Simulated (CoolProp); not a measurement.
Sulfur hexafluoride along the isobar 10600 kPa: fugacity coefficient from the reference equation and from simpler models built on Tc = 318.7 K, pc = 3755 kPa, ω = 0.210; each cubic takes its own stable root.

Model: reference Helmholtz-energy equation of state, Guder 2009, in CoolProp.

```json
[
 {"T (K)": "317.1", "phase": "liquid", "reference": "0.3103", "van der Waals": "0.3659", "Redlich-Kwong": "0.3236", "Soave-Redlich-Kwong": "0.3225"},
 {"T (K)": "328.9", "phase": "supercritical", "reference": "0.3632", "van der Waals": "0.4009", "Redlich-Kwong": "0.3696", "Soave-Redlich-Kwong": "0.3767"},
 {"T (K)": "340.6", "phase": "supercritical", "reference": "0.4163", "van der Waals": "0.4353", "Redlich-Kwong": "0.4149", "Soave-Redlich-Kwong": "0.4307"},
 {"T (K)": "352.4", "phase": "supercritical", "reference": "0.4691", "van der Waals": "[?]", "Redlich-Kwong": "0.4596", "Soave-Redlich-Kwong": "[?]"},
 {"T (K)": "364.2", "phase": "supercritical", "reference": "0.5197", "van der Waals": "0.5027", "Redlich-Kwong": "0.5025", "Soave-Redlich-Kwong": "0.5349"},
 {"T (K)": "376", "phase": "supercritical", "reference": "0.5670", "van der Waals": "0.5349", "Redlich-Kwong": "0.5429", "Soave-Redlich-Kwong": "0.5823"},
 {"T (K)": "387.8", "phase": "supercritical", "reference": "0.6103", "van der Waals": "[?]", "Redlich-Kwong": "0.5806", "Soave-Redlich-Kwong": "0.6259"},
 {"T (K)": "399.6", "phase": "supercritical", "reference": "0.6495", "van der Waals": "[?]", "Redlich-Kwong": "0.6153", "Soave-Redlich-Kwong": "0.6655"},
 {"T (K)": "411.4", "phase": "supercritical", "reference": "0.6849", "van der Waals": "0.6228", "Redlich-Kwong": "0.6471", "Soave-Redlich-Kwong": "[?]"},
 {"T (K)": "423.2", "phase": "supercritical", "reference": "0.7167", "van der Waals": "[?]", "Redlich-Kwong": "0.6761", "Soave-Redlich-Kwong": "0.7340"},
 {"T (K)": "435", "phase": "supercritical", "reference": "0.7455", "van der Waals": "0.6729", "Redlich-Kwong": "0.7025", "Soave-Redlich-Kwong": "[?]"},
 {"T (K)": "446.8", "phase": "supercritical", "reference": "0.7715", "van der Waals": "0.6953", "Redlich-Kwong": "0.7267", "Soave-Redlich-Kwong": "[?]"},
 {"T (K)": "458.6", "phase": "supercritical", "reference": "0.7950", "van der Waals": "0.7161", "Redlich-Kwong": "0.7487", "Soave-Redlich-Kwong": "0.8144"}
]
```

### Question
What belongs in the gaps?

### Answer

- 352.4, van der Waals: 0.4694
- 352.4, Soave-Redlich-Kwong: 0.4840
- 387.8, van der Waals: 0.5658
- 399.6, van der Waals: 0.5951
- 411.4, Soave-Redlich-Kwong: 0.7014
- 423.2, van der Waals: 0.6487
- 435, Soave-Redlich-Kwong: 0.7634
- 446.8, Soave-Redlich-Kwong: 0.7902
